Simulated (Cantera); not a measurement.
Input (Python, Cantera) and output of one run.

```python
import numpy as np
import cantera as ct

gas_names = """
    CL CLO CL2 H HCL HNO HNO2 HNO3 HOCL HO2 H2 H2O H2O2 N NH NH2 NH3 NH2OH NO NO2 NO3 N2 N2H2 N2H4 N2O O
    OH O2 O3
""".split()
cond_names = """
    H2O(s) H2O(L) NH4CL(a) NH4CL(b)
""".split()


def load(file, names, dense=False):
    # The tables refer to 1 bar. Condensed volumes are neglected.
    table = {s.name: s for s in ct.Species.list_from_file(file)}
    out = []
    for n in names:
        d = dict(table[n].input_data)
        d["thermo"] = dict(d["thermo"], **{"reference-pressure": 1e5})
        if dense:
            d["equation-of-state"] = {"model": "constant-volume", "density": "1e6 g/cm^3"}
        out.append(ct.Species.from_dict(d))
    return out


gas = ct.Solution(thermo="ideal-gas", species=load("nasa_gas.yaml", gas_names))
cond = {s.name: ct.Solution(thermo="fixed-stoichiometry", species=[s], name=s.name)
        for s in load("nasa_condensed.yaml", cond_names, dense=True)}
atoms = {
    'HCl': {'H': 1, 'CL': 1},
    'H2O': {'H': 2, 'O': 1},
    'N2': {'N': 2},
}
top_T = {}  # K; cautious upper limits of use, not melting points


def equilibrate(T, P, feed):
    n = {}
    for name, mol in feed.items():
        for a, k in atoms[name].items():
            n[a] = n.get(a, 0.0) + k * mol
    gas.TPX = T, P, n
    mass = sum(n.values()) * gas.mean_molecular_weight
    gas.equilibrate("TP")
    valid = [c for c in cond.values() if c.min_temp <= T <= top_T.get(c.name, c.max_temp)]
    mix = ct.Mixture([(gas, mass / gas.mean_molecular_weight)] + [(c, 0.0) for c in valid])
    mix.T, mix.P = T, P
    mix.equilibrate("TP", solver="vcs", rtol=1e-11, max_steps=5000)
    return mix


results = []
feed = {'HCl': 1, 'H2O': 9.8, 'N2': 50}  # mol
T = 2750  # K
P = 120  # Pa
mix = equilibrate(T, P, feed)
results.append((T, P, feed, dict(zip(mix.species_names, mix.species_moles))))
print(gas.report(threshold=0.0001))
for i in range(1, mix.n_phases):
    print(f"{mix.phase(i).name:16s} {mix.phase_moles(i):12.5e} mol")
```

Result:

```
       temperature   2750 K
          pressure   120 Pa
           density   0.00010763 kg/m^3
  mean mol. weight   20.508 kg/kmol
   phase of matter   gas

                          1 kg             1 kmol
                     ---------------   ---------------
          enthalpy        7.1834e+06        1.4732e+08  J
   internal energy        6.0685e+06        1.2445e+08  J
           entropy             14577        2.9895e+05  J/K
    Gibbs function       -3.2904e+07        -6.748e+08  J
 heat capacity c_p            1541.7             31618  J/K
 heat capacity c_v            1136.3             23303  J/K

                      mass frac. Y      mole frac. X     chem. pot. / RT
                     ---------------   ---------------   ---------------
                CL          0.020293           0.01174           -29.298
                 H          0.010953           0.22284           -15.815
               HCL         0.0017217        0.00096847           -45.113
                H2         0.0012518          0.012734           -31.631
               H2O         0.0016424         0.0018696           -52.545
                NO         0.0074344         0.0050812           -38.536
                N2           0.86449           0.63287           -35.244
                 O          0.075911          0.097306           -20.915
                OH         0.0072859         0.0087859            -36.73
                O2         0.0089732         0.0057511           -41.829
     [  +19 minor]        3.8732e-05        5.5721e-05
```

Method: chemical equilibrium by Gibbs-energy minimisation in Cantera with the NASA 1993 tables (ideal gas, pure condensed phases).
